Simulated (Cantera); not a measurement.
Input (Python, Cantera):

```python
import numpy as np
import cantera as ct

gas = ct.Solution("gri30.yaml")
gas.TPX = 900, 160000, {'CH3OH': 0.028, 'O2': 0.0059, 'N2': 1}
reactor = ct.IdealGasConstPressureReactor(gas, energy="off", clone=False)
net = ct.ReactorNet([reactor])
net.rtol, net.atol = 1e-08, 1e-18
show = ['CH3OH', 'O2', 'NO', 'CH2O', 'CO2']
times = np.geomspace(4e-06, 40, 13)

steps = ct.SolutionArray(gas, extra=["t"])
rows = []
print(f"{'t/s':>10s}{'T/K':>9s}{'P/Pa':>11s}" + "".join(f"{s:>11s}" for s in show))
for t in times:
    while net.time < t:
        t_next = net.step()
        steps.append(gas.state, t=t_next)
    rows.append([np.interp(t, steps.t, y) for y in (steps.T, steps.P, *steps(*show).X.T)])
    print(f"{t:10.3e}{rows[-1][0]:9.1f}{rows[-1][1]:11.4g}" + "".join(f"{x:11.3e}" for x in rows[-1][2:]))
rate = np.gradient(steps.T, steps.t)
print("integrator steps:", len(steps.t))
if steps.T.max() > steps.T[0] + 200:
    print(f"time of steepest temperature rise: {steps.t[rate.argmax()]:.4e} s")
gas.TPX = 900, 160000, {'CH3OH': 0.028, 'O2': 0.0059, 'N2': 1}
gas.equilibrate("TP")
print(f"equilibrium (TP): T = {gas.T:.1f} K  " + "  ".join(f"{s} {gas[s].X[0]:.3e}" for s in show))
```

It prints:

```
       t/s      T/K       P/Pa      CH3OH         O2         NO       CH2O        CO2
 4.000e-06    900.0    1.6e+05  2.708e-02  5.707e-03  2.053e-30  3.019e-14  5.950e-15
 1.532e-05    900.0    1.6e+05  2.708e-02  5.707e-03  3.161e-29  2.747e-13  3.100e-14
 5.871e-05    900.0    1.6e+05  2.708e-02  5.707e-03  3.743e-28  1.346e-12  1.277e-13
 2.249e-04    900.0    1.6e+05  2.708e-02  5.707e-03  2.607e-27  5.698e-12  4.982e-13
 8.618e-04    900.0    1.6e+05  2.708e-02  5.707e-03  1.237e-26  2.430e-11  1.918e-12
 3.302e-03    900.0    1.6e+05  2.708e-02  5.707e-03  5.156e-26  1.005e-10  7.356e-12
 1.265e-02    900.0    1.6e+05  2.708e-02  5.707e-03  2.031e-25  3.940e-10  2.819e-11
 4.846e-02    900.0    1.6e+05  2.708e-02  5.707e-03  7.871e-25  1.523e-09  1.080e-10
 1.857e-01    900.0    1.6e+05  2.708e-02  5.707e-03  3.059e-24  5.942e-09  4.138e-10
 7.113e-01    900.0    1.6e+05  2.708e-02  5.707e-03  1.184e-23  2.613e-08  1.585e-09
 2.725e+00    900.0    1.6e+05  2.708e-02  5.706e-03  7.547e-23  2.585e-07  6.076e-09
 1.044e+01    900.0    1.6e+05  1.832e-04  1.816e-09  7.587e-13  1.050e-04  2.004e-04
 4.000e+01    900.0    1.6e+05  8.608e-05  1.585e-10  7.353e-13  4.940e-05  2.008e-04
integrator steps: 2655
equilibrium (TP): T = 900.0 K  CH3OH 1.145e-11  O2 1.060e-25  NO 7.133e-18  CH2O 8.266e-10  CO2 5.747e-03
```

Detailed kinetics in Cantera: GRI-Mech 3.0 (53 species, 325 reactions). GRI-Mech 3.0 was tuned for natural gas; its chemistry of methanol as a main component is partial and can be far from experiment. Below about 1000 K GRI-Mech 3.0 lacks low-temperature oxidation paths.
